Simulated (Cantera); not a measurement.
Feed: 1 mol Si, 0.53 mol O₂, 7.4 mol H₂, equilibrated at 627 °C and 0.133 bar.

Cantera equilibrium calculation (NASA polynomials, part measured and part estimated; ideal gas, pure solids and liquids). Candidate condensed phases: H₂O, Si, SiO₂; 18 gas species. Kinetics and transport are ignored.

Question: What is the equilibrium state?

Answer: 
| Item | Result |
|---|---|
| x(H₂) | 1.00 |
| n(Si(s)) | 0.470 mol |
| n(SiO₂(β-quartz)) | 0.530 mol |
| gas amount | 7.400 mol |
